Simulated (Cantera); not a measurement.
An adiabatic, constant-pressure homogeneous reactor starts with CH4 : O2 : N2 : H2O = 1 : 5 : 18.8 : 7.1 (molar parts), equivalence ratio 0.40, at 1723 K and 1000000 Pa. Integrator tolerance rtol = 1e-08.

Computed with Cantera and GRI-Mech 3.0 (53 species, 325 reactions).

Q: What does this change do: CH4 1 to 0.61 parts?

A: 
```tsv
quantity	before	after
time of steepest temperature rise	28.0 µs	25.7 µs
temperature at 5.00 s	2286 K	2084 K
equilibrium temperature	2286 K	2084 K
x(CH4) at 5.00 s	<1e-12 (gas-phase equilibrium <1e-12)	<1e-12 (gas-phase equilibrium <1e-12)
x(O2) at 5.00 s	0.0885 (gas-phase equilibrium 0.0885)	0.116 (gas-phase equilibrium 0.116)
x(H2O) at 5.00 s	0.281 (gas-phase equilibrium 0.281)	0.263 (gas-phase equilibrium 0.263)
x(N2O) at 5.00 s	1.29e-6 (gas-phase equilibrium 1.29e-6)	9.49e-7 (gas-phase equilibrium 9.49e-7)
x(H2) at 5.00 s	0.000576 (gas-phase equilibrium 0.000576)	0.000130 (gas-phase equilibrium 0.000130)
x(NO2) at 5.00 s	1.99e-5 (gas-phase equilibrium 1.99e-5)	2.19e-5 (gas-phase equilibrium 2.19e-5)
x(C2H4) at 5.00 s	<1e-12 (gas-phase equilibrium <1e-12)	<1e-12 (gas-phase equilibrium <1e-12)
```
